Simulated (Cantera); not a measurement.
An isothermal, constant-pressure homogeneous reactor starts with 53.5 % N2O, 46.5 % O2, at 1175 K and 0.330 bar.

Detailed kinetics in Cantera: GRI-Mech 3.0 (53 species, 325 reactions). GRI-Mech 3.0 was tuned for natural gas; its chemistry of N2O as a main component is partial and can be far from experiment. The mechanism lacks the step 2 NO + O2 → 2 NO2, which can matter for NO2 below about 1400 K. The temperature is held fixed by assumption; the heat of reaction is taken as removed at once.

x: mole fraction; the columns are a selection and need not sum to one.

```
t (s)       x N2O   x O2      x NO     x NO2      x O      x N2
--------  -------  -----  --------  --------  -------  --------
0.000900    0.535  0.465   5.40e-6  1.68e-10  1.21e-6   5.53e-5
0.00276     0.535  0.465   1.70e-5   1.66e-9  1.21e-6  0.000172
0.00844     0.534  0.465   5.25e-5   1.52e-8  1.21e-6  0.000528
0.0258      0.533  0.465  0.000161   1.31e-7  1.21e-6   0.00162
0.0792      0.528  0.466  0.000490   9.30e-7  1.20e-6   0.00492
0.242       0.515  0.469   0.00147   4.67e-6  1.20e-6    0.0148
0.742       0.477  0.475   0.00428   1.63e-5  1.18e-6    0.0433
2.27        0.381  0.492    0.0113   4.56e-5  1.13e-6     0.115
6.96        0.206  0.523    0.0235   9.80e-5      [?]     0.248
21.3       0.0471  0.552    0.0324  0.000147      [?]     0.369
65.3      0.00207  0.561    0.0330  0.000335      [?]     0.404
200       7.00e-7  0.561    0.0328  0.000585      [?]     0.405
```

What belongs in the gaps?


- 6.96, x O: 9.64e-7
- 21.3, x O: 4.80e-7
- 65.3, x O: 4.55e-8
- 200, x O: 1.92e-8
